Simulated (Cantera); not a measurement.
Hydrocarbon pyrolysis for carbon deposition

An isothermal, constant-pressure homogeneous reactor starts with 3.57 % C₂H₆, 96.4 % N₂, at 2023 K and 0.133 bar.

Model: GRI-Mech 3.0 (53 species, 325 reactions), integrated in Cantera. GRI-Mech 3.0 stops at C3 and has no aromatics, soot or wall deposition, so with more carbon than oxygen in the feed, carbon stays in small species such as C2H2 where larger ones or solid carbon would form.

```tsv
t (s)	x C₂H₆	x C₂H	x CH₃	x HCN	x CH₂	x C₂H₄
5.00e-5	0.000169	2.74e-5	0.0110	5.37e-5	0.000201	0.00872
0.000147	1.03e-5	1.81e-5	0.00310	8.91e-5	6.31e-5	0.00184
0.000431	2.24e-6	1.12e-5	0.00135	0.000107	2.25e-5	0.000274
0.00126	6.46e-7	8.36e-6	0.000698	0.000120	9.88e-6	7.01e-5
0.00371	1.89e-7	8.16e-6	0.000376	0.000136	5.53e-6	2.12e-5
0.0109	3.19e-8	9.65e-6	0.000159	0.000165	2.88e-6	4.98e-6
0.0320	2.31e-9	1.18e-5	4.43e-5	0.000213	1.00e-6	1.98e-6
0.0938	7.67e-11	1.33e-5	8.19e-6	0.000260	2.12e-7	1.73e-6
0.275	2.95e-12	1.36e-5	1.09e-6	0.000281	2.91e-8	1.72e-6
0.808	2.18e-12	1.36e-5	6.97e-7	0.000290	1.87e-8	1.72e-6
2.37	2.20e-12	1.36e-5	7.13e-7	0.000316	1.91e-8	1.72e-6
6.96	2.27e-12	1.36e-5	7.59e-7	0.000390	2.03e-8	1.72e-6
20.4	2.46e-12	1.36e-5	8.67e-7	0.000599	2.32e-8	1.71e-6
60.0	2.87e-12	1.35e-5	1.07e-6	0.00117	2.86e-8	1.70e-6
```
x: mole fraction; the columns are a selection and need not sum to one.

Equilibrium at this temperature and pressure: C₂H₆ 1.41e-12, C₂H 2.76e-6, CH₃ 9.86e-7, HCN 0.0532, CH₂ 2.64e-8, C₂H₄ 3.48e-7 (gas phase only).
